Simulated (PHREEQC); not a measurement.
Nickel, zinc or cadmium bath: speciation

Solution (25 °C): 120 mmol/kgw NiSO4, 12 mmol/kgw Na2SO4 and 3 mmol/kgw NiCl2. Closed to the air; pH follows from the charge balance.

Model: ion-association model, wateq4f.dat, run in PHREEQC.

Precipitation was switched off in this run.

**Question.** What pH does the model give?

**Answer.** pH 6.02.

**Question.** In which forms is Cl present?

**Answer.** Cl- 96 %, NiCl+ 4.1 % of the Cl.
